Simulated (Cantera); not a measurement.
**Si + F2 + H2 (silicon etching in halogen gases)**

A closed system holds: 1 mol Si, 8.5 mol F2, 3.6 mol H2, equilibrated at 902 °C and 3.00 mbar.

Cantera equilibrium calculation (NASA polynomials, part measured and part estimated; ideal gas, pure solids and liquids). Candidate condensed phases: Si; 25 gas species. The numbers say what is thermodynamically allowed, not how fast it happens.

- x(HF) = 0.516
- x(F) = 0.410
- x(SiF4) = 0.0716
- x(F2) = 0.00271
- gas amount = 13.96 mol
- log10 activity of Si(s) (absent) = -57.78
